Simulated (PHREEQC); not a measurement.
Make-up at 12 °C: 0.064 mol/kgw CdCl2, 0.01 mol/kgw CuCl2 and 0.13 mol/kgw H2SO4. Closed to the air; pH follows from the charge balance.

The numbers come from PHREEQC with the ion-association model, phreeqc.dat.

```json
[
 {"quantity": "pH", "before": "0.88", "after": "0.61"},
 {"quantity": "ionic strength (mol/kgw)", "before": "0.295", "after": "0.451"},
 {"quantity": "Cl- (mol/kgw)", "before": "0.0991", "after": "0.102"},
 {"quantity": "HSO4- (mol/kgw)", "before": "0.0906", "after": "0.205"},
 {"quantity": "CdCl+ (mol/kgw)", "before": "0.0346", "after": "0.0333"},
 {"quantity": "SO4-2 (mol/kgw)", "before": "0.0261", "after": "0.0381"}
]
```

**Question.** Name the change that produced these shifts.
A. CdCl2 replaced by CdSO4 at the same molality
B. temperature from 12 to 90 °C
C. CuCl2 left out
D. H2SO4 from 0.13 to 0.26 mol/kgw
E. temperature from 12 to 80 °C

**Answer.** D, H2SO4 from 0.13 to 0.26 mol/kgw

This is a speciation only: nothing precipitates in the calculation. Constants without temperature data keep their 25 °C values here.
